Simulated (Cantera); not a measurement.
Charge: 1 mol (CH3)2SiCl2, 0.0064 mol C3H8, 180 mol H2, equilibrated at 1777 °C and 0.100 bar.

These are equilibrium values from Cantera (NASA tables, ideal gas, pure condensed phases), not measurements of a reactor. Candidate condensed phases: C, C6H6, C7H8, C8H18, Si, SiC; 109 gas species. The feed counts by its element totals alone. Rates play no part.

**Question.** What is the equilibrium state?

**Answer.** 
| Property | Value |
|---|---|
| x(H2) | 0.981 |
| x(HCl) | 0.0107 |
| x(H) | 0.00711 |
| x(C2H2 (acetylene)) | 0.00104 |
| x(Cl) | 5.75e-5 |
| x(Si) | 5.07e-5 |
| x(CH4) | 3.59e-5 |
| x(SiCl2) | 1.74e-5 |
| x(SiH) | 9.62e-6 |
| n(C(graphite)) | 0.643 mol |
| n(SiC(s)) | 0.982 mol |
| gas amount | 184.7 mol |
| log10 activity of Si(l) (absent) | -1.18 |
